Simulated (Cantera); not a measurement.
A closed system holds: 1 mol SiO₂, a varied amount of C, 0.095 mol CO, at 2075 K and 0.105 Torr.

These are equilibrium values from Cantera (NASA tables, ideal gas, pure condensed phases), not measurements of a reactor. Candidate condensed phases: C, Si, SiC, SiO₂; 20 gas species. The tables hold silica as quartz up to 1696 K and as liquid above; real silica turns to tridymite and cristobalite and melts near 1996 K. Rates play no part.

Task: What share of the Si ends up in condensed phases as a function of n(C) (mol), at 0.63, 0.75, 0.89, 1.1, 1.3, 1.5, 1.8, 2.1, 2.5, 3, 3.5, 4.2, 5?

Result: 
```tsv
n(C) (mol)	Si condensed (%)	as
0.63	1.8	SiO₂(l)
0.75	0.0	-
0.89	0.0	-
1.1	0.0	-
1.3	0.0	-
1.5	0.0	-
1.8	8.6	SiC(s)
2.1	30.2	SiC(s)
2.5	59.1	SiC(s)
3	84.6	SiC(s)
3.5	84.6	SiC(s)
4.2	84.6	SiC(s)
5	84.6	SiC(s)
```
